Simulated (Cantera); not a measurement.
Feed: 1 mol B, 3.8 mol N2, held at 64.5 Torr.

Equilibrium computed with Cantera from the NASA thermochemical tables; the gas is ideal and each condensed phase is pure. Candidate condensed phases: B, BN; 5 gas species. Rates play no part. All values below are at 1625 K.

Base state: N2 1.00 (mole fractions); condensed: BN(s).

**Question.** What changes in the equilibrium state with this change: B replaced by B2O3?

**Answer.** 
```csv
species,before,after
N2,1.00,0.997
B2O3,0,0.00264
"BN(s), mol",1.00,0
"B2O3(l), mol",0,0.990
```
Further candidate phases: B2O3.
